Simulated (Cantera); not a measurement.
Cantera run:

```python
import numpy as np
import cantera as ct

gas_names = """
    CL CL2 H HCL H2 N NH NH2 NH3 N2 N2H2 N2H4 Sr SrCL SrCL2
""".split()
cond_names = """
    NH4CL(a) NH4CL(b) Sr(a) Sr(b) Sr(L) SrCL2(a) SrCL2(b) SrCL2(L)
""".split()


def load(file, names, dense=False):
    # The tables refer to 1 bar. Condensed volumes are neglected.
    table = {s.name: s for s in ct.Species.list_from_file(file)}
    out = []
    for n in names:
        d = dict(table[n].input_data)
        d["thermo"] = dict(d["thermo"], **{"reference-pressure": 1e5})
        if dense:
            d["equation-of-state"] = {"model": "constant-volume", "density": "1e6 g/cm^3"}
        out.append(ct.Species.from_dict(d))
    return out


gas = ct.Solution(thermo="ideal-gas", species=load("nasa_gas.yaml", gas_names))
cond = {s.name: ct.Solution(thermo="fixed-stoichiometry", species=[s], name=s.name)
        for s in load("nasa_condensed.yaml", cond_names, dense=True)}
atoms = {
    'SrCl2': {'Sr': 1, 'CL': 2},
    'H2': {'H': 2},
    'N2': {'N': 2},
}
top_T = {}  # K; cautious upper limits of use, not melting points


def equilibrate(T, P, feed):
    n = {}
    for name, mol in feed.items():
        for a, k in atoms[name].items():
            n[a] = n.get(a, 0.0) + k * mol
    gas.TPX = T, P, n
    mass = sum(n.values()) * gas.mean_molecular_weight
    gas.equilibrate("TP")
    valid = [c for c in cond.values() if c.min_temp <= T <= top_T.get(c.name, c.max_temp)]
    mix = ct.Mixture([(gas, mass / gas.mean_molecular_weight)] + [(c, 0.0) for c in valid])
    mix.T, mix.P = T, P
    mix.equilibrate("TP", solver="vcs", rtol=1e-11, max_steps=5000)
    return mix


results = []
feed = {'SrCl2': 1, 'H2': 4.9, 'N2': 0.17}  # mol
P = 133.322  # Pa
for T in [1023, 1048, 1073, 1098, 1123, 1148, 1173, 1198, 1223, 1248, 1273]:
    mix = equilibrate(T, P, feed)
    results.append((T, P, feed, dict(zip(mix.species_names, mix.species_moles))))

top = {s: max(r[3][s] / sum(r[3][g] for g in gas_names) for r in results) for s in gas_names}
cols = sorted((s for s in top if top[s] > 0.0001), key=lambda s: -top[s])[:6]
seen = [c for c in cond_names if any(r[3].get(c, 0) > 1e-12 for r in results)]
print("log10 of partial pressures in bar; condensed amounts in mol")
print(f"{'T/K':>10s}" + "".join(f"{s[:9]:>10s}" for s in cols + seen))
for T, P, feed, n in results:
    ng = sum(n[g] for g in gas_names)
    print(f"{T:10.4g}" + "".join(f"{np.log10(max(n[s] / ng * P / 1e5, 1e-99)):10.3f}" for s in cols)
          + "".join(f"{n.get(c, 0):10.4g}" for c in seen))
```

It prints:

```
log10 of partial pressures in bar; condensed amounts in mol
       T/K        H2        N2     SrCL2  SrCL2(b)  SrCL2(L)
      1023    -2.890    -4.350    -8.305         1         0
      1048    -2.890    -4.350    -7.907         1         0
      1073    -2.890    -4.350    -7.529    0.9999         0
      1098    -2.890    -4.350    -7.171    0.9997         0
      1123    -2.890    -4.350    -6.830    0.9994         0
      1148    -2.890    -4.350    -6.507         0    0.9988
      1173    -2.890    -4.350    -6.213         0    0.9976
      1198    -2.890    -4.350    -5.933         0    0.9955
      1223    -2.891    -4.350    -5.665         0    0.9917
      1248    -2.891    -4.351    -5.410         0     0.985
      1273    -2.892    -4.352    -5.165         0    0.9736
```

Method: chemical equilibrium by Gibbs-energy minimisation in Cantera with the NASA 1993 tables (ideal gas, pure condensed phases).
